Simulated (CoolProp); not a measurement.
Values from CoolProp's reference Helmholtz-energy equation of state, Outcalt 1996. It is a modified Benedict-Webb-Rubin equation, recast in Helmholtz form.

For R152A, give the phase and the density (kg/m³), cv (kJ/(kg K)), Joule-Thomson coefficient (K/MPa), fugacity coefficient at 70.95 °C and 1540 kPa; 70.95 °C and 22600 kPa.


- 70.95 °C and 1540 kPa: gas; density 46.0, cv 1.13, Joule-Thomson coefficient 19.7, fugacity coefficient 0.813
- 70.95 °C and 22600 kPa: liquid; density 871, cv 1.21, Joule-Thomson coefficient -0.132, fugacity coefficient 0.116
